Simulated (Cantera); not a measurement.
An isothermal, constant-pressure homogeneous reactor starts with C₃H₈ : H₂ = 1 : 77 (molar parts), at 1650 K and 0.140 bar. Integrator tolerance rtol = 1e-08.

Detailed kinetics in Cantera: GRI-Mech 3.0 (53 species, 325 reactions). GRI-Mech 3.0 was tuned for natural gas; its chemistry of propane as a main component is partial and can be far from experiment. GRI-Mech 3.0 stops at C3 and has no aromatics, soot or wall deposition, so with more carbon than oxygen in the feed, carbon stays in small species such as C2H2 where larger ones or solid carbon would form.

Q: What does this change do: C3H8 1 to 0.12 parts?

A: 
```json
[
 {"quantity": "x(C₃H₈) at 3.00 s", "before": "7.51e-12 (gas-phase equilibrium 3.53e-12)", "after": "<1e-12 (gas-phase equilibrium <1e-12)"},
 {"quantity": "x(H₂) at 3.00 s", "before": "0.978 (gas-phase equilibrium 0.979)", "after": "0.997 (gas-phase equilibrium 0.997)"},
 {"quantity": "x(H) at 3.00 s", "before": "0.000239 (gas-phase equilibrium 0.000242)", "after": "0.000243 (gas-phase equilibrium 0.000244)"},
 {"quantity": "x(CH₃) at 3.00 s", "before": "3.07e-5 (gas-phase equilibrium 1.72e-5)", "after": "8.18e-6 (gas-phase equilibrium 5.63e-6)"},
 {"quantity": "x(C₂H₂) at 3.00 s", "before": "0.0154 (gas-phase equilibrium 0.0167)", "after": "0.00148 (gas-phase equilibrium 0.00174)"},
 {"quantity": "x(CH₂) at 3.00 s", "before": "7.33e-9 (gas-phase equilibrium 4.17e-9)", "after": "1.96e-9 (gas-phase equilibrium 1.36e-9)"}
]
```
